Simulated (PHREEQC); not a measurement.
**Brine: an equilibrium model**

Make-up at 85 °C: 1 mol/kgw K2CO3 and 0.0058 mol/kgw Na2B4O7. Closed to the air; pH follows from the charge balance.

Equilibrium calculation in PHREEQC: ion-association model, wateq4f.dat.

Precipitation was switched off in this run.

**Question.** What pH, activity of water does the model give?

**Answer.** pH 10.74; activity of water 0.948.

**Question.** In which forms is C present?

**Answer.** CO3-2 94 %, HCO3- 4.5 %, NaCO3- 1.1 % of the C.

The ionic strength is past about 0.7 mol/kgw, beyond the range of this activity model, so the values are rough. Complexes and solids missing from the database can't appear. Away from 25 °C the constants follow the database's enthalpies or fits; those with neither stay at their 25 °C values.
